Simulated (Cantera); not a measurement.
Feed: 1 mol B, 0.065 mol H2O, held at 2098.15 K and 100 Torr.

These are equilibrium values from Cantera (NASA tables, ideal gas, pure condensed phases), not measurements of a reactor. The tables' values for BH2 are old estimates; treat these amounts as uncertain. Kinetics and transport are ignored.

```csv
species,before,after
H2,0.555,0.998
B3O3H3,2.20e-5,0.00231
HBO,0.204,8.27e-6
B2O2,0.177,2.99e-9
BO,0.0306,<1e-9
B2O3,0.0218,<1e-9
B2O,0.000570,<1e-9
H,0.00629,2.22e-8
HBO2,0.00377,4.50e-8
BH2,0.000444,1.22e-8
H2O,7.89e-5,5.37e-8
"B(s), mol",0.937,0.957
"B2O3(l), mol",0,0.0215
```
Gas species are given as mole fractions.

**Question.** What was changed between the two runs?
A. temperature from 2098.15 K to 1373 K
B. temperature from 2098.15 K to 1050 K
C. temperature from 2098.15 K to 2400 K
D. temperature from 2098.15 K to 1825 K

**Answer.** B, temperature from 2098.15 K to 1050 K. Mutual solubility and eutectic melting of coexisting phases are not modelled
